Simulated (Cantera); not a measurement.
Feed: 1 mol MgSO4, 0.34 mol CO2, 4.4 mol H2O, held at 0.800 bar.

These are equilibrium values from Cantera (NASA tables, ideal gas, pure condensed phases), not measurements of a reactor. Candidate condensed phases: C, C6H6, C7H8, C8H18, H2O, H2SO4, Mg, MgCO3, MgO, Mg(OH)2, MgS, MgSO4, S; 130 gas species. Mutual solubility and eutectic melting of coexisting phases are not modelled. Rates play no part.

log p: log10 of the partial pressure in bar; n: condensed amount in mol.

```csv
T (K),log p H2O,log p SO2,log p O2,log p CO2,log p OH,log p SO3,n MgSO4(s),n MgO(s)
675,-0.13,-10.02,-10.16,-1.24,<-12,<-12,1.00,0
825,-0.13,-6.39,-6.69,-1.24,-9.81,-8.39,1.000,0
975,-0.13,-3.93,-4.24,-1.24,-7.61,-5.66,0.999,0.000702
1125,-0.14,-2.15,-2.46,-1.25,-6.01,-3.69,0.957,0.0433
1275,-0.25,-0.91,-1.21,-1.36,-4.86,-2.35,0,1.00
1425,-0.25,-0.90,-1.20,-1.36,-4.16,-2.75,0,1.00
1575,-0.25,-0.89,-1.20,-1.36,___,___,0,1.000
1725,-0.25,-0.89,-1.20,-1.36,-3.12,-3.35,0,1.000
1875,-0.25,-0.89,-1.20,-1.36,___,___,0,1.000
2025,-0.25,-0.89,-1.20,-1.36,-2.39,-3.77,0,1.000
2175,-0.26,-0.90,-1.20,-1.37,-2.11,-3.94,0,0.999
```

Problem. What belongs in the gaps?

Solution. 
- 1575, log p OH: -3.59
- 1575, log p SO3: -3.08
- 1875, log p OH: -2.73
- 1875, log p SO3: -3.58
